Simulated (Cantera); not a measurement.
Charge: 1 mol Si, 0.87 mol H2, 5.3 mol HCl, held at 1200 K and 0.370 bar.

Method: chemical equilibrium by Gibbs-energy minimisation in Cantera with the NASA 1993 tables (ideal gas, pure condensed phases). Candidate condensed phases: Si; 19 gas species. The tables' values for SiCl3 are old estimates; treat these amounts as uncertain. Equilibrium is a limit: real reactors are often held back by kinetics, nucleation or transport.

### Question
What is the equilibrium state?

### Answer
| Item | Value |
|---|---|
| x(H2) | 0.542 |
| x(HCl) | 0.265 |
| x(SiCl4) | 0.179 |
| x(SiHCl3) | 0.00995 |
| x(SiCl3) | 0.00327 |
| x(SiCl2) | 0.000525 |
| x(SiH2Cl2) | 7.24e-5 |
| gas amount | 5.181 mol |
| log10 activity of Si(s) (absent) | -2.77 |
